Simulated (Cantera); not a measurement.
Cantera run:

```python
import numpy as np
import cantera as ct

gas_names = [...]  # 87 gases of nasa_gas.yaml made of C, H, Si
cond_names = """
    C(gr) C6H6(L) C7H8(L) C8H18(L),n-octa Si(cr) Si(L) SiC(b)
""".split()


# ... load() reads the species with a 1 bar reference pressure and builds the phases ...
atoms = {
    'Si(CH3)4': {'Si': 1, 'C': 4, 'H': 12},
    'CH4': {'C': 1, 'H': 4},
    'H2': {'H': 2},
}
top_T = {'C(gr)': 4500, 'SiC(b)': 3050}  # K; cautious upper limits of use, not melting points


# ... equilibrate(T, P, feed) seeds the gas with the atoms and calls Mixture.equilibrate('TP', solver="vcs", rtol=1e-11, max_steps=5000) ...
results = []
feed = {'Si(CH3)4': 1, 'CH4': 0.013, 'H2': 40}  # mol
P = 110  # Pa
for T in [1148, 1248, 1348, 1448, 1548, 1648, 1748, 1848, 1948, 2048, 2148, 2248, 2348, 2448]:
    mix = equilibrate(T, P, feed)
    results.append((T, P, feed, dict(zip(mix.species_names, mix.species_moles))))

top = {s: max(r[3][s] / sum(r[3][g] for g in gas_names) for r in results) for s in gas_names}
cols = sorted((s for s in top if top[s] > 1e-05), key=lambda s: -top[s])[:7]
seen = [c for c in cond_names if any(r[3].get(c, 0) > 1e-12 for r in results)]
print("log10 of partial pressures in bar; condensed amounts in mol")
print(f"{'T/K':>10s}" + "".join(f"{s[:9]:>10s}" for s in cols + seen))
for T, P, feed, n in results:
    ng = sum(n[g] for g in gas_names)
    print(f"{T:10.4g}" + "".join(f"{np.log10(max(n[s] / ng * P / 1e5, 1e-99)):10.3f}" for s in cols)
          + "".join(f"{n.get(c, 0):10.4g}" for c in seen))
```

It prints:

```
log10 of partial pressures in bar; condensed amounts in mol
       T/K        H2         H        Si C2H2,acet      SiC2      Si2C       SiH     C(gr)    SiC(b)
      1148    -2.959    -8.624   -15.656   -10.389   -20.140   -20.070   -15.808     3.012         1
      1248    -2.959    -7.810   -13.761    -9.572   -17.653   -17.625   -14.193     3.012         1
      1348    -2.959    -7.115   -12.150    -8.879   -15.539   -15.549   -12.820     3.013         1
      1448    -2.959    -6.515   -10.763    -8.282   -13.721   -13.764   -11.639     3.012         1
      1548    -2.959    -5.991    -9.556    -7.763   -12.141   -12.215   -10.613     3.011         1
      1648    -2.960    -5.530    -8.498    -7.309   -10.757   -10.858    -9.713     3.009    0.9999
      1748    -2.962    -5.122    -7.562    -6.909    -9.534    -9.659    -8.918     3.004    0.9987
      1848    -2.966    -4.758    -6.728    -6.555    -8.446    -8.594    -8.212     2.998    0.9914
      1948    -2.974    -4.434    -5.981    -6.243    -7.472    -7.641    -7.582      3.01    0.9508
      2048    -2.991    -4.145    -5.307    -5.970    -6.596    -6.784    -7.019     3.135    0.7556
      2148    -3.023    -3.892    -4.731    -5.741    -5.837    -6.076    -6.552     3.677         0
      2248    -3.065    -3.666    -4.741    -5.545    -5.681    -6.502    -6.668     3.526         0
      2348    -3.131    -3.474    -4.777    -5.393    -5.567    -6.945    -6.814     3.306         0
      2448    -3.228    -3.315    -4.831    -5.291    -5.484    -7.395    -6.988     3.012         0
```

Cantera equilibrium calculation (NASA polynomials, part measured and part estimated; ideal gas, pure solids and liquids). Gases not in the tables: Si2H6 and higher silanes.
